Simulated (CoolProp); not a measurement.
Saturated liquid density (kg/m³) of normal hydrogen: the reference equation beside estimates from Tc = 33.1 K, pc = 1.296 MPa, ω = -0.219. Rackett uses Z = 0.29056 − 0.08775 ω.

Computed with CoolProp (reference Helmholtz-energy equation of state, Leachman 2009).

| T (K) | reference | Rackett | Soave-Redlich-Kwong | Peng-Robinson |
|---|---|---|---|---|
| 21.6 | 69.39 | 72.85 | 76.07 | 85.67 |
| 22.6 | 68.12 | 71.25 | 73.82 | 83.16 |
| 23.6 | 66.77 | 69.58 | 71.45 | 80.50 |
| 24.6 | 65.31 | 67.83 | 68.96 | 77.69 |
| 25.5 | 63.91 | 66.16 | 66.59 | 75.00 |
| 26.5 | 62.21 | 64.19 | 63.80 | 71.82 |
| 27.5 | 60.35 | 62.06 | 60.80 | 68.38 |
| 28.4 | 58.49 | 59.97 | 57.88 | 65.02 |
| 29.4 | 56.14 | 57.39 | 54.33 | 60.91 |
| 30.4 | 53.36 | 54.41 | 50.31 | 56.25 |
| 31.4 | 49.86 | 50.74 | 45.57 | 50.72 |
| 32.3 | 45.33 | 46.16 | 40.08 | 44.31 |

Absolute difference from the reference over all 12 rows, mean and median: Rackett 3.1 and 3.0 %, Soave-Redlich-Kwong 5.7 and 5.7 %, Peng-Robinson 13.4 and 14.4 %.
